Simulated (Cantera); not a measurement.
Silicon nitride deposition: SiCl4 + NH3 + H2

Input: 1 mol SiCl4, 0.33 mol NH3, a varied amount of H2, held at 0.00133 bar.

Equilibrium computed with Cantera from the NASA thermochemical tables; the gas is ideal and each condensed phase is pure. Candidate condensed phases: NH4Cl, Si, Si3N4; 28 gas species. Mutual solubility and eutectic melting of coexisting phases are not modelled. The tables' values for SiCl3 are old estimates. Equilibrium is a limit: real reactors are often held back by kinetics, nucleation or transport.

Stable condensed phases:

```
T in K \ n(H2) in mol
         12 20 28 36 44 52 60 68 76
   1875   A  B  B  B  B  B  B  B  B
   1800   A  B  B  B  B  B  B  B  B
   1725   A  B  B  B  B  B  B  B  B
   1650   A  B  B  B  B  B  B  B  B
   1575   A  B  B  B  B  B  B  B  B
   1500   A  B  B  B  B  B  B  B  B
   1425   C  B  B  B  B  B  B  B  B
   1350   C  C  D  D  D  D  D  D  D
   1275   C  C  D  D  D  D  D  D  D
   1200   C  C  D  D  D  D  D  D  D
   1125   C  C  D  D  D  D  D  D  D
   1050   C  C  D  D  D  D  D  D  D
    975   C  C  C  C  D  D  D  D  D
    900   C  C  C  C  C  C  C  C  C
```

A: gas only; B: Si; C: Si3N4; D: Si + Si3N4.
